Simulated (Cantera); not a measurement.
What does this Cantera script print?

```python
import numpy as np
import cantera as ct

gas = ct.Solution("gri30.yaml")
gas.TPX = 1223, 91000, {'H2': 1.1, 'O2': 1, 'N2': 3.7}
inlet = ct.Reservoir(gas, clone=True)

reactor = ct.IdealGasConstPressureReactor(gas, energy="off", clone=False)
exhaust = ct.Reservoir(gas, clone=True)
tau = [8.5, 3.4, 1.3, 0.53, 0.21, 0.083, 0.033, 0.013, 0.0051, 0.002][0]
for a, b in ((inlet, reactor), (reactor, exhaust)):
    ct.MassFlowController(a, b, mdot=lambda t: reactor.mass / tau)
net = ct.ReactorNet([reactor])
show = ['H2', 'O2', 'H2O', 'NO2', 'HO2']

rows = []
print(f"{'tau/s':>10s}{'T/K':>9s}" + "".join(f"{s:>11s}" for s in show))
for tau in [8.5, 3.4, 1.3, 0.53, 0.21, 0.083, 0.033, 0.013, 0.0051, 0.002]:
    net.initial_time = 0.0
    net.advance(30 * tau)
    before = gas.X
    net.advance(40 * tau)
    drift = np.max(np.abs(gas.X - before) / (gas.X + 1e-9))
    rows.append([gas.T, *gas[show].X, drift])
    print(f"{tau:10.3e}{gas.T:9.1f}" + "".join(f"{x:11.3e}" for x in gas[show].X))
```

Result:

```
     tau/s      T/K         H2         O2        H2O        NO2        HO2
 8.500e+00   1223.0  2.865e-05  8.571e-02  2.095e-01  1.942e-08  1.255e-06
 3.400e+00   1223.0  5.373e-05  8.572e-02  2.094e-01  2.111e-08  2.303e-06
 1.300e+00   1223.0  1.039e-04  8.573e-02  2.094e-01  1.840e-08  4.291e-06
 5.300e-01   1223.0  1.918e-04  8.576e-02  2.092e-01  1.349e-08  7.485e-06
 2.100e-01   1223.0  3.579e-04  8.581e-02  2.090e-01  8.638e-09  1.276e-05
 8.300e-02   1223.0  6.577e-04  8.592e-02  2.087e-01  5.257e-09  2.054e-05
 3.300e-02   1223.0  1.176e-03  8.611e-02  2.080e-01  3.387e-09  3.067e-05
 1.300e-02   1223.0  2.059e-03  8.643e-02  2.069e-01  2.496e-09  4.264e-05
 5.100e-03   1223.0  3.533e-03  8.699e-02  2.051e-01  2.089e-09  5.527e-05
 2.000e-03   1223.0  5.951e-03  8.792e-02  2.020e-01  1.844e-09  6.728e-05
```

Cantera simulation using GRI-Mech 3.0 (53 species, 325 reactions); the numbers are that mechanism's predictions, not measurements. The temperature is held fixed by assumption; the heat of reaction is taken as removed at once.
